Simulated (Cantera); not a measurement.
A closed system holds: 1 mol Si3N4, 0.99 mol CO2, 32 mol H2, held at 750 Torr.

Equilibrium computed with Cantera from the NASA thermochemical tables; the gas is ideal and each condensed phase is pure. Candidate condensed phases: C, C6H6, C7H8, C8H18, H2O, Si, SiC, SiO2, Si2N2O, Si3N4; 151 gas species. Mutual solubility and eutectic melting of coexisting phases are not modelled. Rates play no part. All values below are at 1500 °C.

Base state: H2 0.959, N2 0.0204, CO 0.0190, SiO 0.000907, H 0.000279, CH4 0.000254, HCN 0.000246, H2O 1.81e-5 (mole fractions); condensed: SiC(s) + Si2N2O(s).

What changes in the equilibrium state with this change: pressure from 750 Torr to 240 Torr?


```tsv
species	before	after
H2	0.959	0.955
N2	0.0204	0.0224
CO	0.0190	0.0181
SiO	0.000907	0.00382
CH4	0.000254	3.83e-5
C2H2 (acetylene)	1.44e-5	3.24e-6
HCN	0.000246	0.000122
H	0.000279	0.000491
H2O	1.81e-5	1.16e-5
SiC(s), mol	0.338	0.379
Si2N2O(s), mol	1.32	1.25
```
